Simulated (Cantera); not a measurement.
Charge: 1 mol Si, 0.074 mol N₂O, 5 mol N₂, 0.0037 mol H₂O, at 1098.15 K and 638 Torr.

These are equilibrium values from Cantera (NASA tables, ideal gas, pure condensed phases), not measurements of a reactor. Candidate condensed phases: H₂O, Si, SiO₂, Si₂N₂O, Si₃N₄; 35 gas species. Mutual solubility and eutectic melting of coexisting phases are not modelled. The numbers say what is thermodynamically allowed, not how fast it happens.

What is the equilibrium state?


| Property | Result |
|---|---|
| x(N₂) | 0.999 |
| x(H₂) | 0.000834 |
| n(Si₂N₂O(s)) | 0.0777 mol |
| n(Si₃N₄(s)) | 0.282 mol |
| gas amount | 4.437 mol |
| log10 activity of Si(s) (absent) | -5.98 |
